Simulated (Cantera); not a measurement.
An isothermal, constant-pressure homogeneous reactor starts with CH2O : O2 : N2 = 0.012 : 0.0021 : 1 (molar parts), equivalence ratio 5.7, at 1275 K and 5.10 bar. Integrator tolerance rtol = 1e-08.

Computed with Cantera and GRI-Mech 3.0 (53 species, 325 reactions).

Problem. What does this change do: N2 1 to 4.2 parts?

Solution. 
| quantity | before | after |
|---|---|---|
| x(CH2O) at 50.0 s | 2.25e-10 (gas-phase equilibrium 2.25e-10) | 1.32e-11 (gas-phase equilibrium 1.32e-11) |
| x(O2) at 50.0 s | <1e-12 (gas-phase equilibrium <1e-12) | <1e-12 (gas-phase equilibrium <1e-12) |
| x(C2H4) at 50.0 s | 3.41e-11 (gas-phase equilibrium <1e-12) | 2.04e-12 (gas-phase equilibrium <1e-12) |
| x(NO2) at 50.0 s | <1e-12 (gas-phase equilibrium <1e-12) | <1e-12 (gas-phase equilibrium <1e-12) |
| x(H2) at 50.0 s | 0.00897 (gas-phase equilibrium 0.00924) | 0.00217 (gas-phase equilibrium 0.00224) |
| x(N2O) at 50.0 s | <1e-12 (gas-phase equilibrium <1e-12) | <1e-12 (gas-phase equilibrium <1e-12) |
| x(HCO) at 50.0 s | 7.58e-12 (gas-phase equilibrium 7.50e-12) | <1e-12 (gas-phase equilibrium <1e-12) |
